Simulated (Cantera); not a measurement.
Input (Python, Cantera) and output of one run.

```python
import numpy as np
import cantera as ct

gas_names = """
    H HO2 H2 H2O H2O2 O OH O2 O3 Si SiH SiH2 SiH3 SiH4 SiO SiO2 Si2 Si3
""".split()
cond_names = """
    H2O(s) H2O(L) Si(cr) Si(L) SiO2(Lqz) SiO2(hqz) SiO2(L)
""".split()


# ... load() reads the species with a 1 bar reference pressure and builds the phases ...
atoms = {
    'Si2H6': {'Si': 2, 'H': 6},
    'O3': {'O': 3},
    'H2': {'H': 2},
}
top_T = {}  # K; cautious upper limits of use, not melting points


# ... equilibrate(T, P, feed) seeds the gas with the atoms and calls Mixture.equilibrate('TP', solver="vcs", rtol=1e-11, max_steps=5000) ...
results = []
feed = {'Si2H6': 1, 'O3': 6.1, 'H2': 10}  # mol
T = 1200  # K
P = 16000  # Pa
mix = equilibrate(T, P, feed)
results.append((T, P, feed, dict(zip(mix.species_names, mix.species_moles))))
x = sorted(zip(gas.X, gas.species_names), reverse=True)
print(f"T = {T:g} K  P = {P:g} Pa  gas = {mix.phase_moles(0):.4g} mol")
print("   x: " + "  ".join(f"{s} {v:.3e}" for v, s in x if v > 1e-05))
print("   condensed (mol): " + ("  ".join(f"{mix.phase(i).name} {mix.phase_moles(i):.4g}"
      for i in range(1, mix.n_phases) if mix.phase_moles(i) > 1e-12) or "none"))
```

Output:

```
T = 1200 K  P = 16000 Pa  gas = 13.65 mol
   x: H2O 9.524e-01  O2 4.762e-02  OH 1.008e-05
   condensed (mol): SiO2(hqz) 2
```

Method: chemical equilibrium by Gibbs-energy minimisation in Cantera with the NASA 1993 tables (ideal gas, pure condensed phases). The feed counts by its element totals alone. The tables hold silica as quartz up to 1696 K and as liquid above; real silica turns to tridymite and cristobalite and melts near 1996 K.
